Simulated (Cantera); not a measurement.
Input: 1 mol FeCl₃, 0.49 mol HCl, 39 mol N₂, held at 925 °C and 13.0 Pa.

Cantera equilibrium calculation (NASA polynomials, part measured and part estimated; ideal gas, pure solids and liquids). Candidate condensed phases: Fe, FeCl₂, FeCl₃, NH₄Cl; 18 gas species. The numbers say what is thermodynamically allowed, not how fast it happens.

Base state: N₂ 0.942, FeCl₂ 0.0238, Cl 0.0193, HCl 0.0118, Cl₂ 0.00225, FeCl₃ 0.000402 (mole fractions); condensed: gas only.

**Question.** What changes in the equilibrium state with this change: N₂ from 39 to 430 mol?

**Answer.** 
```csv
species,before,after
N₂,0.942,0.994
FeCl₂,0.0238,0.00231
Cl,0.0193,0.00225
HCl,0.0118,0.00113
FeCl₃,0.000402,4.55e-6
Cl₂,0.00225,3.05e-5
```
